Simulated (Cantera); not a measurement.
Charge: 1 mol Fe(CO)5, 0.038 mol O2, 0.78 mol H2, equilibrated at 1148.15 K and 0.750 Torr.

Equilibrium computed with Cantera from the NASA thermochemical tables; the gas is ideal and each condensed phase is pure. Candidate condensed phases: C, C6H6, C7H8, C8H18, Fe, Fe(CO)5, FeO, Fe(OH)2, Fe(OH)3, Fe2O3, Fe3O4, H2O; 114 gas species. Kinetics and transport are ignored.

Base state: CO 0.854, H2 0.133, CO2 0.0111, H2O 0.00204 (mole fractions); condensed: Fe(α).

### Question
What changes in the equilibrium state with this change: O2 from 0.038 to 0.17 mol?

### Answer
```json
[
 {"species": "CO", "before": "0.854", "after": "0.815"},
 {"species": "H2", "before": "0.133", "after": "0.126"},
 {"species": "CO2", "before": "0.0111", "after": "0.0497"},
 {"species": "H2O", "before": "0.00204", "after": "0.00908"},
 {"species": "Fe(α), mol", "before": "1.00", "after": "1.00"}
]
```
